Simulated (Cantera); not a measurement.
A Cantera script and what it prints.

```python
import numpy as np
import cantera as ct

gas_names = """
    CF4 F C2F4
""".split()
cond_names = """

""".split()


# ... load() reads the species with a 1 bar reference pressure and builds the phases ...
species = {s.name: s for s in load("nasa_gas.yaml", gas_names) + load("nasa_condensed.yaml", cond_names)}
# Each term lists the table entries of one substance; the one whose range holds T is used.
reactions = {
    '2 CF4(g) = 4 F(g) + C2F4(g)':
        [(-2, ['CF4']), (4, ['F']), (1, ['C2F4'])],
}


def pick(names, T):
    return next(species[n] for n in names if species[n].thermo.min_temp <= T <= species[n].thermo.max_temp)


results = []
for label, terms in reactions.items():
    print(label)
    print("     T/K   dH/kJ  dS/(J/K)   dG/kJ   log10 K")
    for T in [1600, 1750, 1900, 2050, 2200, 2350, 2500, 2650, 2800]:
        used = [(nu, pick(names, T)) for nu, names in terms]
        dH = sum(nu * s.thermo.h(T) for nu, s in used) / 1e6
        dS = sum(nu * s.thermo.s(T) for nu, s in used) / 1e3
        dG = dH - T * dS / 1e3
        logK = -dG * 1e6 / (ct.gas_constant * T * np.log(10))
        results.append((label, T, dH, dS, dG, logK, [s.name for _, s in used]))
        print(f"{T:8g} {dH:8.1f} {dS:8.1f} {dG:8.1f} {logK:8.2f}")
```

Output:

```
2 CF4(g) = 4 F(g) + C2F4(g)
     T/K   dH/kJ  dS/(J/K)   dG/kJ   log10 K
    1600   1543.7    446.1    830.0   -27.09
    1750   1544.2    446.4    763.0   -22.77
    1900   1544.6    446.6    696.0   -19.14
    2050   1544.9    446.7    629.0   -16.03
    2200   1545.1    446.8    562.0   -13.34
    2350   1545.2    446.9    495.0   -11.00
    2500   1545.4    447.0    427.9    -8.94
    2650   1545.5    447.0    360.9    -7.11
    2800   1545.6    447.1    293.8    -5.48
```

Cantera with NASA thermochemical tables; ideal gases at 1 bar, condensed phases pure. The tables' values for C2F4 are old estimates. Condensed species are held in their standard states even where they would react or evaporate.
